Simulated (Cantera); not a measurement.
A closed system holds: 1 mol Pb, 0.03 mol O2, 4.9 mol N2, held at 1330 Pa.

Method: chemical equilibrium by Gibbs-energy minimisation in Cantera with the NASA 1993 tables (ideal gas, pure condensed phases). Candidate condensed phases: Pb, PbO, PbO2, Pb3O4; 12 gas species. Each liquid is taken as pure. Mutual solubility and eutectic melting of coexisting phases are not modelled. Gases not in the tables: (PbO)n polymers. Rates play no part.

x: gas mole fraction; n: condensed amount in mol.

```json
[
 {"T (°C)": "475", "x N2": "1.000", "x Pb": "6.56e-7", "x PbO": "2.79e-10", "x O2": "<1e-12", "x NO": "<1e-12", "n Pb(l)": "0.940", "n PbO(red)": "0.0600", "n PbO(yellow)": "0", "n PbO(l)": "0"},
 {"T (°C)": "550", "x N2": "1.000", "x Pb": "(withheld)", "x PbO": "(withheld)", "x O2": "<1e-12", "x NO": "<1e-12", "n Pb(l)": "0.940", "n PbO(red)": "0", "n PbO(yellow)": "0.0600", "n PbO(l)": "0"},
 {"T (°C)": "625", "x N2": "1.000", "x Pb": "9.71e-5", "x PbO": "5.15e-7", "x O2": "<1e-12", "x NO": "5.74e-12", "n Pb(l)": "0.940", "n PbO(red)": "0", "n PbO(yellow)": "0.0600", "n PbO(l)": "0"},
 {"T (°C)": "700", "x N2": "0.999", "x Pb": "0.000656", "x PbO": "9.07e-6", "x O2": "6.16e-12", "x NO": "1.41e-10", "n Pb(l)": "0.937", "n PbO(red)": "0", "n PbO(yellow)": "0.0600", "n PbO(l)": "0"},
 {"T (°C)": "775", "x N2": "0.997", "x Pb": "(withheld)", "x PbO": "(withheld)", "x O2": "(withheld)", "x NO": "(withheld)", "n Pb(l)": "0.924", "n PbO(red)": "0", "n PbO(yellow)": "0.0595", "n PbO(l)": "0"},
 {"T (°C)": "850", "x N2": "0.985", "x Pb": "0.0137", "x PbO": "0.000858", "x O2": "8.07e-9", "x NO": "2.29e-8", "n Pb(l)": "0.872", "n PbO(red)": "0", "n PbO(yellow)": "0.0557", "n PbO(l)": "0"},
 {"T (°C)": "925", "x N2": "0.948", "x Pb": "0.0468", "x PbO": "0.00491", "x O2": "1.23e-7", "x NO": "1.62e-7", "n Pb(l)": "0.698", "n PbO(red)": "0", "n PbO(yellow)": "0", "n PbO(l)": "0.0346"},
 {"T (°C)": "1000", "x N2": "0.852", "x Pb": "0.138", "x PbO": "0.0104", "x O2": "2.84e-7", "x NO": "4.00e-7", "n Pb(l)": "0.148", "n PbO(red)": "0", "n PbO(yellow)": "0", "n PbO(l)": "0"},
 {"T (°C)": "1075", "x N2": "0.831", "x Pb": "0.159", "x PbO": "0.0102", "x O2": "7.61e-7", "x NO": "1.05e-6", "n Pb(l)": "0", "n PbO(red)": "0", "n PbO(yellow)": "0", "n PbO(l)": "0"},
 {"T (°C)": "1150", "x N2": "0.831", "x Pb": "0.159", "x PbO": "0.0102", "x O2": "2.49e-6", "x NO": "2.91e-6", "n Pb(l)": "0", "n PbO(red)": "0", "n PbO(yellow)": "0", "n PbO(l)": "0"},
 {"T (°C)": "1225", "x N2": "0.831", "x Pb": "0.159", "x PbO": "0.0101", "x O2": "7.25e-6", "x NO": "7.31e-6", "n Pb(l)": "0", "n PbO(red)": "0", "n PbO(yellow)": "0", "n PbO(l)": "0"},
 {"T (°C)": "1300", "x N2": "0.830", "x Pb": "0.159", "x PbO": "0.0101", "x O2": "1.90e-5", "x NO": "1.68e-5", "n Pb(l)": "0", "n PbO(red)": "0", "n PbO(yellow)": "0", "n PbO(l)": "0"}
]
```

Task: What belongs in the gaps?

Result: 
- 550, x Pb: 1.01e-5
- 550, x PbO: 1.70e-8
- 775, x Pb: 0.00335
- 775, x PbO: 0.000105
- 775, x O2: 2.90e-10
- 775, x NO: 2.16e-9
